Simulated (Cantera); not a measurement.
Input: 1 mol Si3N4, 0.38 mol CO2, 12 mol N2, held at 1425 K and 7.50 Torr.

Cantera equilibrium calculation (NASA polynomials, part measured and part estimated; ideal gas, pure solids and liquids). Candidate condensed phases: C, Si, SiC, SiO2, Si2N2O, Si3N4; 34 gas species. Mutual solubility and eutectic melting of coexisting phases are not modelled. Kinetics and transport are ignored.

Base state: N2 1.000, CO 0.000258 (mole fractions); condensed: SiC(s) + Si2N2O(s) + Si3N4(s).

**Question.** What changes in the equilibrium state with this change: temperature from 1425 K to 948.15 K?

**Answer.** 
| species | before | after |
|---|---|---|
| N2 | 1.000 | 1.00 |
| CO | 0.000258 | <1e-9 |
| SiC(s), mol | 0.377 | 0 |
| Si2N2O(s), mol | 0.757 | 0.760 |
| Si3N4(s), mol | 0.370 | 0.493 |
| C(graphite), mol | 0 | 0.380 |

**Question.** What changes in the equilibrium state with this change: pressure from 7.50 Torr to 0.0503 Torr?

**Answer.** 
```
species           before     after
--------------  --------  --------
N2                 1.000     0.999
SiO              1.27e-6   0.00100
CO              0.000258  0.000258
SiC(s), mol        0.377     0.377
Si2N2O(s), mol     0.757     0.744
Si3N4(s), mol      0.370     0.374
```

**Question.** What changes in the equilibrium state with this change: temperature from 1425 K to 1950 K?

**Answer.** 
```csv
species,before,after
N2,1.000,0.946
SiO,1.27e-6,0.0411
CO,0.000258,0.0102
Si,1.61e-9,0.00238
Si2N,<1e-9,9.38e-5
SiN,<1e-9,6.81e-5
"SiC(s), mol",0.377,0.228
"Si2N2O(s), mol",0.757,0
"Si3N4(s), mol",0.370,0
"Si(l), mol",0,2.12
```
The tables' values for SiN are old estimates; treat these amounts as uncertain.
